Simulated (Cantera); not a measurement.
Input: 1 mol Si, 3.3 mol N2O, 31 mol H2, 0.017 mol O2, equilibrated at 0.00133 bar.

Method: chemical equilibrium by Gibbs-energy minimisation in Cantera with the NASA 1993 tables (ideal gas, pure condensed phases). Candidate condensed phases: H2O, Si, SiO2, Si2N2O, Si3N4; 35 gas species. The tables hold silica as quartz up to 1696 K and as liquid above; real silica turns to tridymite and cristobalite and melts near 1996 K. Equilibrium is a limit: real reactors are often held back by kinetics, nucleation or transport.

**Question.** Which condensed phases are stable at each of these points (T (°C)): 850, 950, 1050, 1150, 1250, 1350, 1450, 1550, 1650, 1750, 1850, 1950?

**Answer.** 
```json
[
 {"T (°C)": "850", "condensed phases": "SiO2(β-quartz)", "Si condensed (%)": "100.0"},
 {"T (°C)": "950", "condensed phases": "SiO2(β-quartz)", "Si condensed (%)": "100.0"},
 {"T (°C)": "1050", "condensed phases": "SiO2(β-quartz)", "Si condensed (%)": "100.0"},
 {"T (°C)": "1150", "condensed phases": "SiO2(β-quartz)", "Si condensed (%)": "100.0"},
 {"T (°C)": "1250", "condensed phases": "SiO2(β-quartz)", "Si condensed (%)": "99.8"},
 {"T (°C)": "1350", "condensed phases": "SiO2(β-quartz)", "Si condensed (%)": "97.4"},
 {"T (°C)": "1450", "condensed phases": "SiO2(condensed)", "Si condensed (%)": "77.7"},
 {"T (°C)": "1550", "condensed phases": "gas only", "Si condensed (%)": "0.0"},
 {"T (°C)": "1650", "condensed phases": "gas only", "Si condensed (%)": "0.0"},
 {"T (°C)": "1750", "condensed phases": "gas only", "Si condensed (%)": "0.0"},
 {"T (°C)": "1850", "condensed phases": "gas only", "Si condensed (%)": "0.0"},
 {"T (°C)": "1950", "condensed phases": "gas only", "Si condensed (%)": "0.0"}
]
```

From 850 °C to 1350 °C the condensed part is SiO2(β-quartz). At 1450 °C the condensed part is SiO2(condensed). From 1550 °C to 1950 °C nothing is condensed.
